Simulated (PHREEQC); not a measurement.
Synthetic water in mg/kgw, 55 °C, pH 7.1, pe 12.1:

```json
[
 {"constituent": "Na", "mg/kgw": "8.51"},
 {"constituent": "K", "mg/kgw": "4.2"},
 {"constituent": "Ca", "mg/kgw": "5.67"},
 {"constituent": "Mg", "mg/kgw": "2.56"},
 {"constituent": "Cl", "mg/kgw": "6.06"},
 {"constituent": "S(6) as SO4", "mg/kgw": "7.96"},
 {"constituent": "Alkalinity as HCO3", "mg/kgw": "52.4"},
 {"constituent": "Si as SiO2", "mg/kgw": "0.0296"}
]
```

Valence states are taken as typed.

Equilibrium calculation in PHREEQC: ion-association model, wateq4f.dat.

No solid was allowed to form.

Task: Order these C species by the share of C that they hold, largest first: HCO3-, CO2, CaHCO3+, MgHCO3+.

Result: HCO3- (87 %), CO2 (13 %), CaHCO3+ (0.17 %), MgHCO3+ (0.11 %)

The pH is 7.10 and the ionic strength 0.00139 mol/kgw. Away from 25 °C the constants follow the database's enthalpies or fits; those with neither stay at their 25 °C values.
